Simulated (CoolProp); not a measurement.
Vapour-liquid equilibrium of hydrogen sulfide (1) + n-pentane (2) at 291 K; x and y are mole fractions of (1).

Values from CoolProp's multi-fluid Helmholtz-energy mixture model, Lemmon 2006 and Thol 2019; pair parameters Kunz 2012.

Problem. Give the bubble pressure and the first vapour's composition at x = 0.35, 0.5, 0.65. Is there an azeotrope?

Solution. x = 0.35: 0.7998 MPa, y = 0.945; x = 0.5: 1.024 MPa, y = 0.961; x = 0.65: 1.193 MPa, y = 0.971. No azeotrope shows between x = 0.05 and 0.95.

The pair parameters rest on a limited set of measurements; away from them the model extrapolates. The gap from Raoult's law changes sign with composition, which may be real or a fault of the pair parameters; it wasn't checked against measurements.
